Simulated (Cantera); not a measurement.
An isothermal, constant-pressure homogeneous reactor starts with CH₄ : H₂ : H₂O = 1 : 1.4 : 0.012 (molar parts), at 1375 K and 42000 Pa.

Model: GRI-Mech 3.0 (53 species, 325 reactions), integrated in Cantera. GRI-Mech 3.0 stops at C3 and has no aromatics, soot or wall deposition, so with more carbon than oxygen in the feed, carbon stays in small species such as C2H2 where larger ones or solid carbon would form.

**Question.** Predict: x(CH₄) at 2.00 s; x(H₂) at 2.00 s; x(CH₃) at 2.00 s; x(C₂H₆) at 2.00 s; x(H) at 2.00 s.

**Answer.** 
```
Property                                              Result
-----------------  -----------------------------------------
x(CH₄) at 2.00 s         0.386 (gas-phase equilibrium 0.214)
x(H₂) at 2.00 s          0.599 (gas-phase equilibrium 0.711)
x(CH₃) at 2.00 s     3.10e-5 (gas-phase equilibrium 2.69e-5)
x(C₂H₆) at 2.00 s  0.000101 (gas-phase equilibrium 0.000128)
x(H) at 2.00 s       2.42e-6 (gas-phase equilibrium 4.49e-6)
```
